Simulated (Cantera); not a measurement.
Premixed flame

A freely propagating, adiabatic, planar premixed flame of 2.06 % CH4, 0.802 % C2H6, 2.26 % C3H8, 19.8 % O2, 74.4 % N2, 0.658 % H2, unburnt at 400 K and 1.20 bar; mixture-averaged transport, grid criteria slope 0.08 and curve 0.16, no radiation.

Detailed kinetics in Cantera: GRI-Mech 3.0 (53 species, 325 reactions). GRI-Mech 3.0 was tuned for natural gas; its chemistry of propane as a main component is partial and can be far from experiment. Burning velocities carry a grid error of a few per cent, more on coarse grids.

```
z (mm)   T (K)  u (m/s)     x CH4    x C2H6    x C3H8    x CH2     x HO2   x H2O2
-------  -----  -------  --------  --------  --------  -------  --------  -------
-0.868     400    0.687    0.0205   0.00801    0.0226    <1e-8   3.85e-8  1.19e-8
-0.579     401    0.689    0.0205   0.00801    0.0226    <1e-8   5.55e-7  1.73e-7
-0.434     406    0.699    0.0204   0.00799    0.0226    <1e-8   3.22e-6  9.80e-7
-0.289     448    0.774    0.0199   0.00789    0.0224    <1e-8   2.97e-5  7.62e-6
-0.145     809     1.43    0.0161   0.00648    0.0176  7.07e-8  0.000190  3.15e-5
-0.0723   1236     2.23    0.0111   0.00358   0.00709  5.00e-6  0.000269  2.77e-5
0         1644     3.01   0.00381  0.000302  0.000250  4.28e-5  0.000175  2.25e-6
0.0723    1816     3.33  0.000387   1.21e-6   1.98e-7  1.35e-5   2.75e-5  5.12e-7
0.145     1872     3.41   1.98e-5     <1e-8     <1e-8  7.72e-7   1.21e-5  4.27e-7
0.289     1939     3.51   7.20e-8     <1e-8     <1e-8    <1e-8   8.62e-6  3.44e-7
0.579     2021     3.64     <1e-8     <1e-8     <1e-8    <1e-8   6.07e-6  2.48e-7
1.16      2106     3.77     <1e-8     <1e-8     <1e-8    <1e-8   3.94e-6  1.74e-7
2.31      2181     3.89     <1e-8     <1e-8     <1e-8    <1e-8   2.50e-6  1.25e-7
```
x: mole fraction of selected species; z is measured from the peak of heat release.

```json
{
  "laminar_burning_velocity": "68.7 cm/s",
  "thermal_thickness": "0.289 mm",
  "peak x(CH2)": "4.34e-5",
  "peak x(HO2)": "0.000288",
  "peak x(H2O2)": "3.35e-5",
  "grid_points": "148"
}
```
